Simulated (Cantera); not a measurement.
A perfectly stirred reactor is fed with 15.4 % CH3OH, 17.7 % O2, 66.9 % N2, at 750 Torr; it is adiabatic with a 498 K inlet, and is followed from long to short residence time, starting on the burning branch (τ in s: 0.44, 0.2, 0.088, 0.039, 0.017, 0.0078, 0.0035, 0.0016, 0.00069, 0.00031, 0.00014, 6.2e-05, 2.8e-05).

Model: GRI-Mech 3.0 (53 species, 325 reactions), integrated in Cantera. GRI-Mech 3.0 was tuned for natural gas; its chemistry of methanol as a main component is partial and can be far from experiment.

Task: Predict: blow-out, bracketed by the residence times tried; x(CH3OH) at τ = 0.440 s; x(O2) at τ = 0.440 s; x(CH4) at τ = 0.440 s; x(HCN) at τ = 0.440 s; x(HCO) at τ = 0.440 s; x(CH3OH) at τ = 3.50 ms; x(O2) at τ = 3.50 ms; x(CH4) at τ = 3.50 ms; x(HCN) at τ = 3.50 ms; x(HCO) at τ = 3.50 ms.

Result: 
```json
{
  "blow_out_bracketed_by_the_residence_times_tried": "burning at 62.0 µs, out at 28.0 µs",
  "x(CH3OH) at τ = 0.440 s": "3.37e-7",
  "x(O2) at τ = 0.440 s": "0.000136",
  "x(CH4) at τ = 0.440 s": "4.25e-7",
  "x(HCN) at τ = 0.440 s": "8.46e-8",
  "x(HCO) at τ = 0.440 s": "3.19e-8",
  "x(CH3OH) at τ = 3.50 ms": "1.00e-5",
  "x(O2) at τ = 3.50 ms": "0.00254",
  "x(CH4) at τ = 3.50 ms": "1.72e-6",
  "x(HCN) at τ = 3.50 ms": "5.46e-7",
  "x(HCO) at τ = 3.50 ms": "1.37e-6"
}
```
